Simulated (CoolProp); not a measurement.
Vapour-liquid equilibrium of R22 (1) + R123 (2) at 0.102 MPa; x and y are mole fractions of (1).

The numbers come from the multi-fluid Helmholtz-energy mixture model, Kamei 1995 and Younglove 1994; pair parameters Bell 2016 in CoolProp.

Q: Give the bubble temperature and the first vapour's composition at x = 0.125, 0.35, 0.425. Is there an azeotrope?

A: x = 0.125: 277.7 K, y = 0.647; x = 0.35: 254.9 K, y = 0.912; x = 0.425: 250.4 K, y = 0.939. No azeotrope shows between x = 0.05 and 0.95.

The pair parameters rest on a limited set of measurements; away from them the model extrapolates. The gap from Raoult's law changes sign with composition, which may be real or a fault of the pair parameters; it wasn't checked against measurements.
